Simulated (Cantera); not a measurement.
A perfectly stirred reactor is fed with 15.3 % CO, 14.1 % H₂, 14.8 % O₂, 55.8 % N₂, equivalence ratio 0.99, at 500000 Pa; it is adiabatic with a 675 K inlet, and is followed from long to short residence time, starting on the burning branch (τ in s: 0.24, 0.11, 0.053, 0.025, 0.012, 0.0055, 0.0026, 0.0012, 0.00058, 0.00027, 0.00013, 6e-05).

Computed with Cantera and GRI-Mech 3.0 (53 species, 325 reactions). The hydrogen kinetics of GRI-Mech 3.0 are dated; newer H2 mechanisms differ, most at raised pressure.

Problem. Predict: blow-out, bracketed by the residence times tried; x(CO) at τ = 0.240 s; x(H₂) at τ = 0.240 s; x(O₂) at τ = 0.240 s; x(N₂O) at τ = 0.240 s; x(H₂O) at τ = 0.240 s; x(CO) at τ = 2.60 ms; x(H₂) at τ = 2.60 ms; x(O₂) at τ = 2.60 ms; x(N₂O) at τ = 2.60 ms; x(H₂O) at τ = 2.60 ms.

Solution. 
```json
{
 "blow_out_bracketed_by_the_residence_times_tried": "burning at 60.0 µs, the shortest tried",
 "x(CO) at τ = 0.240 s": "0.0313",
 "x(H₂) at τ = 0.240 s": "0.00513",
 "x(O₂) at τ = 0.240 s": "0.0145",
 "x(N₂O) at τ = 0.240 s": "7.08e-7",
 "x(H₂O) at τ = 0.240 s": "0.152",
 "x(CO) at τ = 2.60 ms": "0.0335",
 "x(H₂) at τ = 2.60 ms": "0.00552",
 "x(O₂) at τ = 2.60 ms": "0.0169",
 "x(N₂O) at τ = 2.60 ms": "6.80e-7",
 "x(H₂O) at τ = 2.60 ms": "0.150"
}
```
